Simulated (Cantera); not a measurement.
A closed system holds: 1 mol (CH₃)₂SiCl₂, 0.018 mol HCl, 420 mol H₂, at 0.133 bar.

Cantera equilibrium calculation (NASA polynomials, part measured and part estimated; ideal gas, pure solids and liquids). Candidate condensed phases: C, C₆H₆, C₇H₈, C₈H₁₈, Si, SiC; 109 gas species. The feed counts by its element totals alone. The tables' values for SiCl are old estimates; treat these amounts as uncertain. Gases not in the tables: Si₂H₆ and higher silanes. Equilibrium is a limit: real reactors are often held back by kinetics, nucleation or transport.

x: gas mole fraction; n: condensed amount in mol.

| T (K) | x H₂ | x H | x HCl | x C₂H₂ (acetylene) | n C(graphite) | n SiC(s) |
|---|---|---|---|---|---|---|
| 1848 | 0.993 | 0.00145 | 0.00475 | 0.000256 | 0.747 | 0.998 |
| 1923 | 0.992 | 0.00257 | 0.00474 | 0.000448 | 0.593 | 0.995 |
| 1998 | 0.990 | 0.00437 | 0.00473 | 0.000751 | 0.348 | 0.986 |
| 2073 | 0.987 | 0.00716 | 0.00471 | 0.00119 | 0 | 0.962 |
| 2148 | 0.982 | 0.0113 | 0.00468 | 0.00128 | 0 | … |
| 2223 | 0.976 | 0.0173 | 0.00463 | 0.00150 | 0 | … |
| 2298 | 0.966 | 0.0258 | 0.00457 | 0.00201 | 0 | … |
| 2373 | 0.954 | 0.0374 | 0.00451 | 0.00214 | 0 | 0 |
| 2448 | 0.938 | 0.0528 | 0.00443 | 0.00214 | 0 | 0 |
| 2523 | 0.918 | 0.0729 | 0.00432 | 0.00212 | 0 | 0 |

Q: Complete the blanks.

A: 
- 2148, n SiC(s): 0.881
- 2223, n SiC(s): 0.658
- 2298, n SiC(s): 0.121
